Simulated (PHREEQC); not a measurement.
A solution holds 0.001 mol HCl and 0.0041 mol CuSO4 per kg of water, at 87 °C. Closed to the air; pH follows from the charge balance.

Equilibrium calculation in PHREEQC: ion-association model, phreeqc.dat.

Precipitation was switched off in this run.

Question: What pH, ionic strength, specific conductance does the model give?

Answer: pH 3.31; ionic strength 0.0127 mol/kgw; specific conductance 2510 µS/cm.

Question: In which forms is Cu present?

Answer: Cu+2 76 %, CuSO4 22 %, CuCl+ 1.5 % of the Cu.

At this temperature some constants are extrapolated from 25 °C, and those without enthalpy data are left unchanged.
